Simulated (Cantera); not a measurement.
Input: 1 mol Si₃N₄, 0.19 mol O₂, 61 mol H₂, 0.06 mol CO₂, held at 1975 K and 13.3 mbar.

Cantera equilibrium calculation (NASA polynomials, part measured and part estimated; ideal gas, pure solids and liquids). Candidate condensed phases: C, C₆H₆, C₇H₈, C₈H₁₈, H₂O, Si, SiC, SiO₂, Si₂N₂O, Si₃N₄; 151 gas species. The tables' values for SiN are old estimates; treat these amounts as uncertain. Gases not in the tables: Si₂H₆ and higher silanes. The numbers say what is thermodynamically allowed, not how fast it happens.

Base state: H₂ 0.947, N₂ 0.0312, H 0.0115, SiO 0.00695, Si 0.00242, CO 0.000858, SiH 0.000196, SiH₂ 8.70e-5 (mole fractions); condensed: Si(l).

What changes in the equilibrium state with this change: temperature from 1975 K to 1573 K?


| species | before | after |
|---|---|---|
| H₂ | 0.947 | 0.985 |
| N₂ | 0.0312 | 0.0140 |
| SiO | 0.00695 | 0.000352 |
| H | 0.0115 | 0.000350 |
| Si₂ | 2.36e-5 | 8.66e-9 |
| Si₂C | 2.60e-5 | 1.08e-8 |
| Si | 0.00242 | 4.12e-6 |
| SiN | 1.37e-5 | 5.37e-8 |
| Si(l), mol | 2.37 | 0 |
| Si(s), mol | 0 | 0.977 |
| SiC(s), mol | 0 | 0.0591 |
| Si₂N₂O(s), mol | 0 | 0.477 |
| Si₃N₄(s), mol | 0 | 0.329 |
Mutual solubility and eutectic melting of coexisting phases are not modelled.
